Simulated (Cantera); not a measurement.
**Thermodynamics of silicon epitaxy and polysilicon growth, feed SiH2Cl2 + HCl + H2**

A closed system holds: 1 mol SiH2Cl2, 0.23 mol HCl, 47 mol H2, held at 12.0 mbar.

These are equilibrium values from Cantera (NASA tables, ideal gas, pure condensed phases), not measurements of a reactor. Candidate condensed phases: Si; 19 gas species. The tables' values for SiCl, SiCl3 are old estimates; treat these amounts as uncertain. Gases not in the tables: Si2H6 and higher silanes. Kinetics and transport are ignored.

From 1573 K to 1673 K the condensed part is Si(s). From 1698 K to 1773 K the condensed part is Si(l). The main Si-bearing gas is SiCl2 throughout. The share of Si in condensed phases is highest at 1573 K (77.2 %) and lowest at 1698 K (75.9 %).

| T (K) | log p H2 | log p HCl | log p SiCl2 | log p H | log p Si | n Si(s) | n Si(l) |
|---|---|---|---|---|---|---|---|
| 1573 | -1.94 | -3.36 | -4.26 | -5.36 | -7.26 | 0.772 | 0 |
| 1598 | -1.94 | -3.37 | -4.26 | -5.24 | -7.03 | 0.769 | 0 |
| 1623 | -1.94 | -3.37 | -4.25 | -5.13 | -6.81 | 0.767 | 0 |
| 1648 | -1.94 | -3.37 | -4.25 | -5.02 | -6.59 | 0.763 | 0 |
| 1673 | -1.94 | -3.37 | -4.24 | -4.91 | -6.38 | 0.760 | 0 |
| 1698 | -1.94 | -3.37 | -4.24 | -4.81 | -6.18 | 0 | 0.759 |
| 1723 | -1.94 | -3.37 | -4.25 | -4.71 | -6.01 | 0 | 0.763 |
| 1748 | -1.94 | -3.36 | -4.27 | -4.61 | -5.84 | 0 | 0.766 |
| 1773 | -1.94 | -3.36 | -4.28 | -4.52 | -5.67 | 0 | 0.767 |
log p: log10 of the partial pressure in bar; n: condensed amount in mol.
